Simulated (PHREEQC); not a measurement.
Nickel, zinc or cadmium bath: an equilibrium model

A solution holds 170 mmol/kgw ZnSO4, 0.43 mmol/kgw H3BO3 and 6.3 mmol/kgw MnSO4, at 19 °C. Closed to the air; pH follows from the charge balance.

Computed with PHREEQC (ion-association model, wateq4f.dat).

```yaml
pH: 5.57
ionic_strength: 0.333 mol/kgw
```

```csv
species,molality,activity,log γ
Zn+2,0.0791,0.0225,-0.546
ZnSO4,0.0635,0.0685,0.033
SO4-2,0.0558,0.0136,-0.612
Zn(SO4)2-2,0.0274,0.00795,-0.537
Mn+2,0.00402,0.00114,-0.546
MnSO4,0.00228,0.00246,0.033
H3BO3,0.000430,0.000464,0.033
ZnOH+,7.78e-6,5.71e-6,-0.134
HSO4-,4.53e-6,3.15e-6,-0.157
H+,3.47e-6,2.71e-6,-0.108
H2BO3-,1.39e-7,8.82e-8,-0.198
Zn(OH)2,3.55e-8,3.84e-8,0.033
MnOH+,9.27e-9,6.57e-9,-0.150
OH-,3.45e-9,2.31e-9,-0.175
```

Precipitation was switched off in this run.
